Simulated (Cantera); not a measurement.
An adiabatic, constant-pressure homogeneous reactor starts with 13.1 % CH3OH, 18.2 % O2, 68.6 % N2, equivalence ratio 1.1, at 1625 K and 0.830 bar.

Computed with Cantera and GRI-Mech 3.0 (53 species, 325 reactions). GRI-Mech 3.0 was tuned for natural gas; its chemistry of methanol as a main component is partial and can be far from experiment.

Task: Predict: time of steepest temperature rise; temperature at 2.00 s; equilibrium temperature; x(O2) at 2.00 s; x(NO2) at 2.00 s; x(H2O2) at 2.00 s; x(CO2) at 2.00 s.

Result: time of steepest temperature rise: 94.4 µs
temperature at 2.00 s: 2746 K
equilibrium temperature: 2746 K
x(O2) at 2.00 s: 0.0186 (gas-phase equilibrium 0.0186)
x(NO2) at 2.00 s: 1.70e-6 (gas-phase equilibrium 1.70e-6)
x(H2O2) at 2.00 s: 2.66e-7 (gas-phase equilibrium 2.66e-7)
x(CO2) at 2.00 s: 0.0587 (gas-phase equilibrium 0.0587)
